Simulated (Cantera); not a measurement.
**Thermal oxidation and active oxidation of silicon: Si + N₂O + N₂**

Input: 1 mol Si, 0.065 mol N₂O, 4.1 mol N₂.

Equilibrium computed with Cantera from the NASA thermochemical tables; the gas is ideal and each condensed phase is pure. Candidate condensed phases: Si, SiO₂, Si₂N₂O, Si₃N₄; 16 gas species. Mutual solubility and eutectic melting of coexisting phases are not modelled. Kinetics and transport are ignored.

Stable condensed phases:

```
T in °C \ P in Pa
            0.10    0.50     2.5      13      63     320    1600    7900   40000  200000 1000000
   1402        A       B       B       B       B       C       C       C       C       C       C
   1377        A       B       B       B       B       C       C       C       C       C       C
   1352        B       B       B       B       D       C       C       C       C       C       C
   1327        B       B       B       B       C       C       C       C       C       C       C
   1302        B       B       B       B       C       C       C       C       C       C       C
   1277        B       B       B       D       C       C       C       C       C       C       C
   1252        B       B       B       C       C       C       C       C       C       C       C
   1227        B       B       B       C       C       C       C       C       C       C       C
   1202        B       B       B       C       C       C       C       C       C       C       C
```

A: gas only; B: Si; C: Si₂N₂O + Si₃N₄; D: Si₃N₄.
